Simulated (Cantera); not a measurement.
Low-pressure radical oxidation in H2/O2

An isothermal, constant-pressure homogeneous reactor starts with H₂ : O₂ = 0.011 : 1 (molar parts), at 1450 K and 0.0132 atm.

Model: the H2/O2 subset of GRI-Mech 3.0, which has no nitrogen chemistry, integrated in Cantera. Radical loss at walls, strong at low pressure, is not modelled.

```json
[
 {"t (s)": "3.00e-5", "x H₂": "0.0109", "x O₂": "0.989", "x OH": "7.79e-9", "x HO₂": "1.47e-8", "x H₂O₂": "1.20e-12", "x O": "7.88e-9", "x H₂O": "4.12e-10"},
 {"t (s)": "0.000155", "x H₂": "0.0109", "x O₂": "0.989", "x OH": "8.02e-8", "x HO₂": "7.61e-8", "x H₂O₂": "3.03e-11", "x O": "8.48e-8", "x H₂O": "2.45e-8"},
 {"t (s)": "0.000804", "x H₂": "0.0109", "x O₂": "0.989", "x OH": "2.05e-6", "x HO₂": "3.92e-7", "x H₂O₂": "6.13e-10", "x O": "2.33e-6", "x H₂O": "2.16e-6"},
 {"t (s)": "0.00416", "x H₂": "0.000429", "x O₂": "0.979", "x OH": "0.00227", "x HO₂": "4.78e-7", "x H₂O₂": "1.44e-8", "x O": "0.00865", "x H₂O": "0.00911"},
 {"t (s)": "0.0215", "x H₂": "4.41e-5", "x O₂": "0.979", "x OH": "0.00157", "x HO₂": "3.63e-7", "x H₂O₂": "8.51e-9", "x O": "0.00919", "x H₂O": "0.00991"},
 {"t (s)": "0.111", "x H₂": "3.73e-5", "x O₂": "0.981", "x OH": "0.00144", "x HO₂": "3.32e-7", "x H₂O₂": "8.00e-9", "x O": "0.00771", "x H₂O": "0.0100"},
 {"t (s)": "0.577", "x H₂": "1.84e-5", "x O₂": "0.985", "x OH": "0.00102", "x HO₂": "2.24e-7", "x H₂O₂": "5.92e-9", "x O": "0.00370", "x H₂O": "0.0104"},
 {"t (s)": "2.99", "x H₂": "2.87e-6", "x O₂": "0.988", "x OH": "0.000402", "x HO₂": "7.20e-8", "x H₂O₂": "2.12e-9", "x O": "0.000558", "x H₂O": "0.0107"},
 {"t (s)": "15.5", "x H₂": "2.36e-7", "x O₂": "0.989", "x OH": "0.000116", "x HO₂": "3.66e-8", "x H₂O₂": "3.63e-10", "x O": "4.55e-5", "x H₂O": "0.0109"},
 {"t (s)": "80.0", "x H₂": "9.07e-8", "x O₂": "0.989", "x OH": "7.17e-5", "x HO₂": "4.81e-8", "x H₂O₂": "1.93e-10", "x O": "1.74e-5", "x H₂O": "0.0109"}
]
```
x: mole fraction; the columns are a selection and need not sum to one.

Equilibrium at this temperature and pressure: H₂ 9.06e-8, O₂ 0.989, OH 7.16e-5, HO₂ 4.81e-8, H₂O₂ 1.93e-10, O 1.74e-5, H₂O 0.0109 (gas phase only).
